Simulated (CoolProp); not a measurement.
Diethyl ether along the isotherm 222.05 °C: density (kg/m³) from the reference equation and from simpler models built on Tc = 194.7 °C, pc = 3717 kPa, ω = 0.282; each cubic takes its own stable root.

Values from CoolProp's reference Helmholtz-energy equation of state, Thol 2014.

```
p (kPa)          phase  reference  ideal gas  van der Waals  Redlich-Kwong  Soave-Redlich-Kwong  Peng-Robinson
-------  -------------  ---------  ---------  -------------  -------------  -------------------  -------------
429                gas      7.984      7.723          7.967          7.995                7.986          8.020
858                gas      16.56      15.45          16.48          16.60                16.56          16.70
1290               gas      25.93      23.22          25.72          26.00                25.89          26.24
1720               gas      36.17      30.96          35.75          36.26                36.03          36.69
2140               gas      47.28      38.53          46.56          47.37                46.93          48.04
2570               gas      60.15      46.27          59.00          60.19                59.40          61.14
3000               gas      75.03      54.01          73.41          74.99                73.61          76.20
3430               gas      92.75      61.75          90.86          92.64                90.18          93.94
3860     supercritical      114.7      69.49          113.7          114.8                110.2          115.5
4290     supercritical      143.1      77.23          149.1          144.8                135.5          142.9
4720     supercritical      182.4      84.97          206.8          188.8                168.7          178.9
5150     supercritical      237.1      92.71          241.7          238.9                209.4          223.0
5580     supercritical      293.4      100.5          260.9          274.1                246.6          264.5
```
